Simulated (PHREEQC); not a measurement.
A solution holds 0.0027 mol/kgw H2S, 0.17 mol/kgw NaCl and 7.1e-05 mol/kgw ZnCl2, at 25 °C. Closed to the air; pH follows from the charge balance.

Equilibrium calculation in PHREEQC: ion-association model, phreeqc.dat.

Precipitation was switched off in this run.

Problem. Order these S species by the share of S that they hold, largest first: H2S, HS-, Zn(HS)2.

Solution. H2S (95 %), Zn(HS)2 (5.3 %), HS- (0.13 %)

The pH is 3.93 and the ionic strength 0.170 mol/kgw. Saturation is exceeded, for instance for Sphalerite (slow to form); the values hold only as long as no solid forms.
